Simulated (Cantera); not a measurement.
Equilibrium for silicon epitaxy and polysilicon growth: Si₂Cl₆ + HCl + H₂

A closed system holds: 1 mol Si₂Cl₆, 3.2 mol HCl, 9.8 mol H₂, equilibrated at 2.18 Torr.

These are equilibrium values from Cantera (NASA tables, ideal gas, pure condensed phases), not measurements of a reactor. Candidate condensed phases: Si; 19 gas species. The feed counts by its element totals alone. The tables' values for SiCl₃, SiCl are old estimates; treat these amounts as uncertain. The numbers say what is thermodynamically allowed, not how fast it happens.

```json
[
 {"T (K)": "1098", "log p H₂": "-2.68", "log p HCl": "-3.42", "log p SiCl₂": "-4.39", "log p SiCl₄": "-3.51", "log p SiCl₃": "-4.52"},
 {"T (K)": "1148", "log p H₂": "-2.69", "log p HCl": "-3.33", "log p SiCl₂": "-4.08", "log p SiCl₄": "-3.60", "log p SiCl₃": "-4.36"},
 {"T (K)": "1198", "log p H₂": "-2.72", "log p HCl": "-3.24", "log p SiCl₂": "-3.86", "log p SiCl₄": "-3.74", "log p SiCl₃": "-4.27"},
 {"T (K)": "1248", "log p H₂": "-2.74", "log p HCl": "-3.16", "log p SiCl₂": "-3.71", "log p SiCl₄": "-3.93", "log p SiCl₃": "-4.25"},
 {"T (K)": "1298", "log p H₂": "-2.76", "log p HCl": "-3.11", "log p SiCl₂": "-3.60", "log p SiCl₄": "-4.18", "log p SiCl₃": "-4.28"},
 {"T (K)": "1348", "log p H₂": "-2.77", "log p HCl": "-3.07", "log p SiCl₂": "-3.54", "log p SiCl₄": "-4.47", "log p SiCl₃": "-4.36"},
 {"T (K)": "1398", "log p H₂": "-2.78", "log p HCl": "-3.05", "log p SiCl₂": "-3.50", "log p SiCl₄": "-4.79", "log p SiCl₃": "-4.46"},
 {"T (K)": "1448", "log p H₂": "-2.79", "log p HCl": "-3.04", "log p SiCl₂": "-3.48", "log p SiCl₄": "-5.12", "log p SiCl₃": "-4.58"},
 {"T (K)": "1498", "log p H₂": "-2.79", "log p HCl": "-3.04", "log p SiCl₂": "-3.47", "log p SiCl₄": "-5.44", "log p SiCl₃": "-4.71"},
 {"T (K)": "1548", "log p H₂": "-2.79", "log p HCl": "-3.03", "log p SiCl₂": "-3.46", "log p SiCl₄": "-5.75", "log p SiCl₃": "-4.83"},
 {"T (K)": "1598", "log p H₂": "-2.79", "log p HCl": "-3.03", "log p SiCl₂": "-3.46", "log p SiCl₄": "-6.05", "log p SiCl₃": "-4.95"},
 {"T (K)": "1648", "log p H₂": "-2.80", "log p HCl": "-3.03", "log p SiCl₂": "-3.45", "log p SiCl₄": "-6.33", "log p SiCl₃": "-5.06"}
]
```
log p: log10 of the partial pressure in bar; nothing condenses.

From 1098 K to 1648 K nothing is condensed. The main Si-bearing gas is SiCl₄ at 1098 K and SiCl₂ at 1648 K.
